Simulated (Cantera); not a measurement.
Input (Python, Cantera) and output of one run.

```python
import numpy as np
import cantera as ct

gas_names = """
    NH3 NO H2
""".split()
cond_names = """
    V2O5(s) V2O5(L) V2O4(I) V2O4(II) V2O4(L)
""".split()


# ... load() reads the species with a 1 bar reference pressure and builds the phases ...
species = {s.name: s for s in load("nasa_gas.yaml", gas_names) + load("nasa_condensed.yaml", cond_names)}
# Each term lists the table entries of one substance; the one whose range holds T is used.
reactions = {
    '2 V2O5 + 2 NH3(g) = 2 NO(g) + 2 V2O4 + 3 H2(g)':
        [(-2, ['V2O5(s)', 'V2O5(L)']), (-2, ['NH3']), (2, ['NO']), (2, ['V2O4(I)', 'V2O4(II)', 'V2O4(L)']), (3, ['H2'])],
}


def pick(names, T):
    return next(species[n] for n in names if species[n].thermo.min_temp <= T <= species[n].thermo.max_temp)


results = []
for label, terms in reactions.items():
    print(label)
    print("     T/K   dH/kJ  dS/(J/K)   dG/kJ   log10 K")
    for T in [700, 800, 900, 1000, 1100, 1200, 1300, 1400, 1500, 1600, 1700]:
        used = [(nu, pick(names, T)) for nu, names in terms]
        dH = sum(nu * s.thermo.h(T) for nu, s in used) / 1e6
        dS = sum(nu * s.thermo.s(T) for nu, s in used) / 1e3
        dG = dH - T * dS / 1e3
        logK = -dG * 1e6 / (ct.gas_constant * T * np.log(10))
        results.append((label, T, dH, dS, dG, logK, [s.name for _, s in used]))
        print(f"{T:8g} {dH:8.1f} {dS:8.1f} {dG:8.1f} {logK:8.2f}")
```

It prints:

```
2 V2O5 + 2 NH3(g) = 2 NO(g) + 2 V2O4 + 3 H2(g)
     T/K   dH/kJ  dS/(J/K)   dG/kJ   log10 K
     700    551.0    453.8    233.3   -17.41
     800    552.1    455.3    187.8   -12.26
     900    552.7    456.1    142.3    -8.26
    1000    423.0    318.5    104.5    -5.46
    1100    421.7    317.3     72.7    -3.45
    1200    420.6    316.4     41.0    -1.78
    1300    419.8    315.7      9.4    -0.38
    1400    419.2    315.3    -22.2     0.83
    1500    418.9    315.1    -53.7     1.87
    1600    418.9    315.0    -85.2     2.78
    1700    419.1    315.2   -116.7     3.59
```

Source: NASA polynomial tables (part measured, part estimated), evaluated in Cantera. Condensed species are held in their standard states even where they would react or evaporate.
